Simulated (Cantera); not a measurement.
**Premixed flame**

A freely propagating, adiabatic, planar premixed flame of CO : H2 : O2 : N2 = 1 : 0.31 : 0.682 : 2.57 (molar parts), equivalence ratio 0.96, unburnt at 573 K and 338 Torr; unity-Lewis-number transport, grid criteria slope 0.08 and curve 0.16, no radiation.

Cantera simulation using GRI-Mech 3.0 (53 species, 325 reactions); the numbers are that mechanism's predictions, not measurements. Unity Lewis numbers drop preferential diffusion, which matters most where H2 and H carry the flame. Burning velocities carry a grid error of a few per cent, more on coarse grids.

| z (mm) | T (K) | u (m/s) | x CO | x H2 | x O2 | x H | x HO2 | x H2O2 |
|---|---|---|---|---|---|---|---|---|
| -4.11 | 573 | 1.62 | 0.219 | 0.0680 | 0.149 | <1e-8 | <1e-8 | <1e-8 |
| -2.74 | 573 | 1.62 | 0.219 | 0.0680 | 0.149 | <1e-8 | <1e-8 | <1e-8 |
| -2.06 | 573 | 1.62 | 0.219 | 0.0680 | 0.149 | <1e-8 | 4.45e-8 | <1e-8 |
| -1.37 | 573 | 1.62 | 0.219 | 0.0679 | 0.149 | <1e-8 | 6.64e-7 | 3.47e-8 |
| -0.686 | 586 | 1.66 | 0.219 | 0.0673 | 0.149 | 7.02e-7 | 2.92e-5 | 1.39e-6 |
| -0.343 | 724 | 2.03 | 0.211 | 0.0597 | 0.141 | 0.000552 | 9.63e-5 | 4.23e-6 |
| 0 | 1146 | 3.14 | 0.176 | 0.0230 | 0.105 | 0.0149 | 3.13e-5 | 1.79e-6 |
| 0.343 | 1447 | 3.89 | 0.129 | 0.00702 | 0.0706 | 0.0258 | 1.31e-5 | 8.19e-7 |
| 0.686 | 1610 | 4.28 | 0.104 | 0.00763 | 0.0572 | 0.0271 | 8.27e-6 | 4.56e-7 |
| 1.37 | 1777 | 4.67 | 0.0908 | 0.00798 | 0.0501 | 0.0214 | 5.60e-6 | 2.34e-7 |
| 2.74 | 1937 | 5.03 | 0.0846 | 0.00694 | 0.0465 | 0.0131 | 3.85e-6 | 1.21e-7 |
| 5.49 | 2086 | 5.35 | 0.0761 | 0.00564 | 0.0423 | 0.00757 | 2.51e-6 | 6.81e-8 |
| 11.0 | 2218 | 5.63 | 0.0657 | 0.00442 | 0.0374 | 0.00428 | 1.74e-6 | 4.49e-8 |
x: mole fraction of selected species; z is measured from the peak of heat release.

```json
{
  "laminar_burning_velocity": "162 cm/s",
  "thermal_thickness": "1.37 mm",
  "peak x(H)": "0.0272",
  "peak x(HO2)": "0.000103",
  "peak x(H2O2)": "4.33e-6",
  "grid_points": "150"
}
```
